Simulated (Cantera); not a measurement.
Charge: 1 mol CH2F2, a varied amount of H2, 0.86 mol CH4, held at 100000 Pa.

These are equilibrium values from Cantera (NASA tables, ideal gas, pure condensed phases), not measurements of a reactor. Candidate condensed phases: C, C6H6, C7H8, C8H18; 95 gas species. Equilibrium is a limit: real reactors are often held back by kinetics, nucleation or transport.

Task: What condenses at these points (T in K, n(H2) in mol): (3473, 0.2); (3548, 0.5); (3548, 0.81); (3373, 0.91); (3373, 0.5)?

Result: 
```csv
T (K),n(H2) in mol,condensed phases,C condensed (%)
3473,0.2,C,41.5
3548,0.5,C,5.2
3548,0.81,gas only,0.0
3373,0.91,C,48.7
3373,0.5,C,56.0
```
